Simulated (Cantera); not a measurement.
Input: 1 mol SF6, 0.12 mol H2, 0.9 mol O2, equilibrated at 2200 K and 0.100 bar.

These are equilibrium values from Cantera (NASA tables, ideal gas, pure condensed phases), not measurements of a reactor. Candidate condensed phases: H2O, H2SO4, S; 43 gas species. The tables' values for SOF2, SF3 are old estimates; treat these amounts as uncertain. The numbers say what is thermodynamically allowed, not how fast it happens.

**Question.** What is the equilibrium state?

**Answer.** 
```json
{
  "x(F)": "0.807",
  "x(SO2)": "0.118",
  "x(HF)": "0.0360",
  "x(SOF2)": "0.0160",
  "x(SF2)": "0.0103",
  "x(O2)": "0.00649",
  "x(SO)": "0.00357",
  "x(SF3)": "0.000870",
  "x(O)": "0.000689",
  "gas_amount": "6.664 mol",
  "log10 activity of S(l) (absent)": "-5.19"
}
```
